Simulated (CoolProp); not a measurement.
Aqueous propylene glycol as a coolant, 17 % by mass, freezing at -5.8 °C, 1 atm.

Model: Melinder's fits for secondary coolants, in CoolProp.

```tsv
T (°C)	conductivity (W/(m K))	density (kg/m³)	cp (kJ/(kg K))	Prandtl number
-2.5	0.481	1017	3.968	34.3
2.5	0.487	1016	3.977	27.6
7.5	0.493	1015	3.985	22.5
12.4	0.499	1014	3.994	18.7
17.4	0.504	1013	4.003	15.7
22.4	0.510	1011	4.012	13.3
27.3	0.515	1010	4.021	(withheld)
32.3	0.521	1008	4.031	(withheld)
37.3	0.526	1005	4.041	(withheld)
```

**Question.** Complete the blanks.

**Answer.** 
- 27.3, Prandtl number: 11.5
- 32.3, Prandtl number: 10.0
- 37.3, Prandtl number: 8.78
